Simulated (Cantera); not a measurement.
Feed: 1 mol Fe2O3, 17 mol HCl, 68 mol N2, held at 1200 K and 15.0 mbar.

These are equilibrium values from Cantera (NASA tables, ideal gas, pure condensed phases), not measurements of a reactor. Candidate condensed phases: Fe, FeCl2, FeCl3, FeO, Fe(OH)2, Fe(OH)3, Fe2O3, Fe3O4, H2O, NH4Cl; 37 gas species. Rates play no part.

Base state: N2 0.799, HCl 0.176, H2O 0.0119, FeCl2 0.00844, Cl 0.00131, O2 0.00120, Cl2 0.00115, FeCl3 0.00108 (mole fractions); condensed: Fe2O3(s).

Task: What changes in the equilibrium state with this change: N2 from 68 to 0.41 mol?

Result: 
```tsv
species	before	after
HCl	0.176	0.859
H2O	0.0119	0.0593
FeCl2	0.00844	0.0322
N2	0.799	0.0236
FeCl3	0.00108	0.0112
Fe2Cl4	7.04e-7	1.02e-5
Cl2	0.00115	0.00849
NO	1.49e-5	3.99e-6
Cl	0.00131	0.00356
O2	0.00120	0.00292
Fe2O3(s), mol	0.595	0.622
```
